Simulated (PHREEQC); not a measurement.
Metal-bearing waste water

Make-up at 55 °C: 16 mmol/kgw ZnSO4, 77 mmol/kgw MgSO4, 62 mmol/kgw HCl, 0.53 mmol/kgw NaCl and 6.9 mmol/kgw KCl. It is in equilibrium with CO2 at log p = -1 (atm). Otherwise closed; pH follows from the charge balance.

All values are PHREEQC results (ion-association model, phreeqc.dat), not measurements.

No solid was allowed to form.

Task: Predict the pH.

Result: pH 1.65.

Task: In which forms is Mg present?

Result: Mg+2 56 %, MgSO4 44 % of the Mg.

Complexes and solids missing from the database can't appear. Constants without temperature data keep their 25 °C values here.
